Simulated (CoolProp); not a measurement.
Nitrous oxide along the isobar 27900 kPa: fugacity coefficient from the reference equation and from simpler models built on Tc = 309.5 K, pc = 7245 kPa, ω = 0.161; each cubic takes its own stable root.

The numbers come from the reference Helmholtz-energy equation of state, Lemmon 2006 in CoolProp. It is a short technical equation, of lower accuracy than the large ones.

| T (K) | phase | reference |
|---|---|---|
| 275 | liquid | 0.1486 |
| 289.6 | liquid | 0.1945 |
| 304.2 | liquid | 0.2452 |
| 318.7 | supercritical | 0.2989 |
| 333.3 | supercritical | 0.3548 |
| 347.9 | supercritical | 0.4110 |
| 362.5 | supercritical | 0.4661 |
| 377 | supercritical | 0.5185 |
| 391.6 | supercritical | 0.5679 |
| 406.2 | supercritical | 0.6136 |
| 420.8 | supercritical | 0.6554 |
| 435.3 | supercritical | 0.6932 |
| 449.9 | supercritical | 0.7276 |
| 464.5 | supercritical | 0.7587 |
| 479.1 | supercritical | 0.7868 |
| 493.6 | supercritical | 0.8120 |

Problem. How far does each simpler model (van der Waals, Soave-Redlich-Kwong, Peng-Robinson) lie from the reference over these 16 states: mean and median of the absolute difference, and the worst?

Solution. 
- van der Waals: mean 14.6 %, median 8.5 %, worst +61.7 % at 275 K and 27900 kPa
- Soave-Redlich-Kwong: mean 6.6 %, median 6.6 %, worst +7.2 % at 333.3 K and 27900 kPa
- Peng-Robinson: mean 1.3 %, median 1.2 %, worst -2.2 % at 275 K and 27900 kPa
